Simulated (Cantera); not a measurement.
An isothermal, constant-pressure homogeneous reactor starts with C2H6 : N2 = 1 : 97 (molar parts), at 1400 K and 0.00170 bar. Integrator tolerance rtol = 1e-08.

Detailed kinetics in Cantera: GRI-Mech 3.0 (53 species, 325 reactions). GRI-Mech 3.0 stops at C3 and has no aromatics, soot or wall deposition, so with more carbon than oxygen in the feed, carbon stays in small species such as C2H2 where larger ones or solid carbon would form. Radical loss at walls, strong at low pressure, is not modelled.

Task: What does this change do: pressure from 0.00170 bar to 1.00 bar?

Result: 
```csv
quantity,before,after
x(C2H6) at 40.0 s,9.31e-8 (gas-phase equilibrium <1e-12),1.35e-7 (gas-phase equilibrium 8.91e-9)
x(CH2) at 40.0 s,7.41e-9 (gas-phase equilibrium 5.08e-12),2.13e-11 (gas-phase equilibrium 4.95e-12)
x(C2H) at 40.0 s,5.16e-9 (gas-phase equilibrium 1.21e-9),3.13e-10 (gas-phase equilibrium 4.90e-11)
x(CH4) at 40.0 s,0.00161 (gas-phase equilibrium 4.99e-7),0.00122 (gas-phase equilibrium 0.000280)
x(C2H2) at 40.0 s,0.00919 (gas-phase equilibrium 0.00149),0.00926 (gas-phase equilibrium 0.00145)
```
